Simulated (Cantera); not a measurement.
Carbon deposition, reforming and gasification: C2H4 + H2

Charge: 1 mol C2H4, 4.9 mol H2, at 26.3 Torr.

Equilibrium computed with Cantera from the NASA thermochemical tables; the gas is ideal and each condensed phase is pure. Candidate condensed phases: C, C6H6, C7H8, C8H18; 76 gas species. Rates play no part.

From 748 K to 1848 K the condensed part is C(graphite). The main C-bearing gas is CH4 at 748 K and C2H2 (acetylene) at 1848 K.

| T (K) | x H2 | x CH4 | x H | x C2H2 (acetylene) | x CH3 | n C(graphite) |
|---|---|---|---|---|---|---|
| 748 | 0.905 | 0.0950 | 1.46e-12 | <1e-12 | 2.08e-12 | 1.40 |
| 848 | 0.979 | 0.0215 | 1.01e-10 | 8.66e-12 | 3.36e-11 | 1.85 |
| 948 | 0.994 | 0.00594 | 2.79e-9 | 2.57e-10 | 2.78e-10 | 1.96 |
| 1048 | 0.998 | 0.00204 | 4.13e-8 | 3.93e-9 | 1.50e-9 | 1.99 |
| 1148 | 0.999 | 0.000831 | 3.83e-7 | 3.71e-8 | 5.95e-9 | 1.99 |
| 1248 | 1.000 | 0.000390 | 2.50e-6 | 2.43e-7 | 1.89e-8 | 2.00 |
| 1348 | 1.000 | 0.000204 | 1.24e-5 | 1.20e-6 | 5.01e-8 | 2.00 |
| 1448 | 1.000 | 0.000117 | 4.93e-5 | 4.75e-6 | 1.16e-7 | 2.00 |
| 1548 | 1.000 | 7.18e-5 | 0.000165 | 1.57e-5 | 2.40e-7 | 2.00 |
| 1648 | 0.999 | 4.68e-5 | 0.000476 | 4.47e-5 | 4.54e-7 | 2.00 |
| 1748 | 0.999 | 3.21e-5 | 0.00122 | 0.000113 | 7.96e-7 | 2.00 |
| 1848 | 0.997 | 2.29e-5 | 0.00283 | 0.000257 | 1.31e-6 | 2.00 |
x: gas mole fraction; n: condensed amount in mol.
